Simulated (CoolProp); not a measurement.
A closed Brayton cycle with nitrogen: compressor inlet 309.15 K and 4.8 MPa, high pressure 12.6 MPa, turbine inlet 880 K, compressor efficiency 0.85, turbine efficiency 0.9, recuperator effectiveness 0 (on enthalpy, no pinch check). Each further row changes one setting.

Model: reference Helmholtz-energy equation of state, Span 2000, in CoolProp.

| case | thermal efficiency (%) | net work (kJ/kg) | compressor to turbine work | compressor exit (K) | turbine exit (K) |
|---|---|---|---|---|---|
| as stated | 16.4 | 83.7 | 0.60 | 426.1 | 700.9 |
| turbine inlet 830 K | 15.9 | 71.9 | 0.63 | 426.1 | ___ |
| compressor inlet 319.15 K | ___ | 79.4 | 0.62 | 439.8 | 700.9 |
| high pressure 10.7 MPa | ___ | ___ | 0.57 | ___ | ___ |
| recuperator effectiveness 0.5 | 23.2 | 83.7 | 0.60 | 426.1 | 700.9 |

**Question.** Some entries are withheld; supply them.

**Answer.** 
- turbine inlet 830 K, turbine exit (K): 659.4
- compressor inlet 319.15 K, thermal efficiency (%): 16.1
- high pressure 10.7 MPa, thermal efficiency (%): 14.2
- high pressure 10.7 MPa, net work (kJ/kg): 75.6
- high pressure 10.7 MPa, compressor exit (K): 403.9
- high pressure 10.7 MPa, turbine exit (K): 728.5
